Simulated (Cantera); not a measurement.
**Catalytic stagnation flow on Pt**

A jet of H2 : O2 : N2 = 0.01 : 0.19 : 0.79 (molar parts), equivalence ratio 0.026 at 300 K and 0.484 atm hits a platinum plate 4.2 cm away at a mass flux of 0.11 kg/m²/s; the plate temperature is set and raised in steps from an oxygen-covered start.

Detailed kinetics in Cantera: Deutschmann's 1995 Pt surface mechanism with GRI-Mech 3.0 gas chemistry. Catalytic surfaces can have several steady states; this one follows from the mechanism file's or the stated starting coverage.

| plate T (K) | wall x H2 | wall x O2 | wall x H2O | wall x OH | θ free Pt | θ O* | θ OH* |
|---|---|---|---|---|---|---|---|
| 500 | 0.00125 | 0.182 | 0.0174 | <1e-8 | 0.0101 | 0.978 | 0.0119 |
| 550 | 0.00125 | 0.182 | 0.0173 | <1e-8 | 0.0106 | 0.983 | 0.00678 |
| 600 | 0.00124 | 0.183 | 0.0172 | <1e-8 | 0.0112 | 0.985 | 0.00423 |
| 650 | 0.00121 | 0.183 | 0.0171 | <1e-8 | 0.0120 | 0.985 | 0.00285 |
| 700 | 0.00106 | 0.182 | 0.0173 | <1e-8 | 0.0145 | 0.983 | 0.00218 |
| 750 | 0.000733 | 0.182 | 0.0178 | <1e-8 | 0.0226 | 0.975 | 0.00198 |
x: mole fraction at the wall; θ: surface coverage.
